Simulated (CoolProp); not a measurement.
A single-stage vapour-compression cycle with the fluid: evaporating at 229.15 K (dew point), condensing at 292.15 K (bubble point), superheat 0 K, subcooling 0 K, compressor efficiency 0.9, no pressure losses. The same conditions are run with several fluids, on thermodynamics alone (safety and materials aside).

The numbers come from the reference Helmholtz-energy equation of state of each fluid (R404A: Lemmon 2003; R22: Kamei 1995; R410A: Lemmon 2003; R227EA: Lemmon 2016; ethane: Bücker 2006; CH2F2 (R32): Tillner-Roth 1997) in CoolProp. Blends and air are pseudo-pure fits.

```
fluid        cooling COP  pressure ratio  discharge temperature (K)  refrigerating effect (kJ/kg)  volumetric capacity (kJ/m³)
-----------  -----------  --------------  -------------------------  ----------------------------  ---------------------------
R404A               2.23            9.82                      308.5                           114                          667
R22                 2.50            10.2                      343.0                           163                          667
R410A               2.38            9.69                      336.7                           173                         1020
R227EA              2.15            14.7                      292.1                          74.3                          174
ethane              1.83            5.42                      326.7                           210                         2590
CH2F2 (R32)         2.42            9.73                      372.1                           266                         1130
```

The compression ends wet for: R227EA.
